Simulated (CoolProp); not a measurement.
The numbers come from the reference Helmholtz-energy equation of state, Wu 2011 in CoolProp.

Question: Give the vapour pressure (MPa), vapour density (kg/m³), liquid cp (kJ/(kg K)), surface tension (mN/m) of saturated dimethyl ether at 17.85, 104.85 °C.

Answer: 
```csv
T (°C),p (MPa),vapour density (kg/m³),liquid cp (kJ/(kg K)),surface tension (mN/m)
17.85,0.478,10.1,2.40,12.3
104.85,3.60,91.9,3.96,1.67
```

Surface tension comes from a separate correlation (Mulero 2012).
